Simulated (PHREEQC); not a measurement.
Make-up at 25 °C: 4.1 mmol/kgw NaHCO3 and 0.045 mmol/kgw NH3. Closed to the air; pH follows from the charge balance.

Model: ion-association model, phreeqc.dat, run in PHREEQC.

**Question.** The ionic strength comes out as 0.00419 mol/kgw. What activity coefficients do NH4+, CO3-2, OH-, NaCO3-, HCO3- get?

**Answer.** NH4+ 0.93, CO3-2 0.76, OH- 0.93, NaCO3- 0.93, HCO3- 0.93.

No solid was allowed to form.
